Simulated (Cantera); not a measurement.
Charge: 1 mol TEOS, 1.7 mol O2, 0.71 mol NO, held at 673.15 K and 54.0 Pa.

Cantera equilibrium calculation (NASA polynomials, part measured and part estimated; ideal gas, pure solids and liquids). Candidate condensed phases: C, C6H6, C7H8, C8H18, H2O, Si, SiC, SiO2, Si2N2O, Si3N4; 151 gas species. The feed counts by its element totals alone. Kinetics and transport are ignored.

Base state: H2 0.659, CO 0.133, CO2 0.127, H2O 0.0513, N2 0.0255, CH4 0.00357 (mole fractions); condensed: C(graphite) + SiO2(α-quartz).

Question: What changes in the equilibrium state with this change: TEOS replaced by SiCl4?

Answer: 
| species | before | after |
|---|---|---|
| Cl2 | 0 | 0.587 |
| O2 | <1e-9 | 0.309 |
| N2 | 0.0255 | 0.104 |
| H2 | 0.659 | 0 |
| CO | 0.133 | 0 |
| CO2 | 0.127 | 0 |
| H2O | 0.0513 | 0 |
| CH4 | 0.00357 | 0 |
| C(graphite), mol | 4.32 | 0 |
| SiO2(α-quartz), mol | 1.00 | 1.00 |

Question: What changes in the equilibrium state with this change: temperature from 673.15 K to 598 K?

Answer: 
```tsv
species	before	after
H2	0.659	0.614
CO2	0.127	0.159
H2O	0.0513	0.157
CO	0.133	0.0213
CH4	0.00357	0.0203
N2	0.0255	0.0288
C(graphite), mol	4.32	5.53
SiO2(α-quartz), mol	1.00	1.00
```
